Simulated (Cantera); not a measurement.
Feed: 1 mol C3H6, 0.06 mol H2O, 0.25 mol N2, 0.25 mol CO2, equilibrated at 27800 Torr.

These are equilibrium values from Cantera (NASA tables, ideal gas, pure condensed phases), not measurements of a reactor. Candidate condensed phases: C, C6H6, C7H8, C8H18, H2O; 136 gas species. The ideal-gas law is rough above about 30 bar. Equilibrium is a limit: real reactors are often held back by kinetics, nucleation or transport.

x: gas mole fraction; n: condensed amount in mol.

```
T (K)   x H2    x CH4    x CO    x N2     x H2O     x CO2  n C(graphite)
-----  -----  -------  ------  ------  --------  --------  -------------
1175   0.537    0.204  0.0984  0.0824    0.0677   0.00971           2.31
1325   0.657    0.107   0.135  0.0729    0.0237   0.00261           2.41
1475   0.721   0.0560   0.145  0.0685   0.00798  0.000645           2.52
1625   0.752   0.0308   0.146  0.0664   0.00305  0.000190           2.58
1775   0.767      ___   0.146  0.0652       ___       ___           2.62
1925   0.775      ___   0.146  0.0641       ___       ___           2.63
2075   0.777  0.00783   0.146  0.0628  0.000368   1.42e-5           2.63
```

Task: Some entries are withheld; supply them.

Result: 
- 1925, x CH4: 0.0116
- 1925, x H2O: 0.000668
- 1925, x CO2: 2.92e-5
- 1775, x CH4: 0.0182
- 1775, x H2O: 0.00134
- 1775, x CO2: 6.86e-5
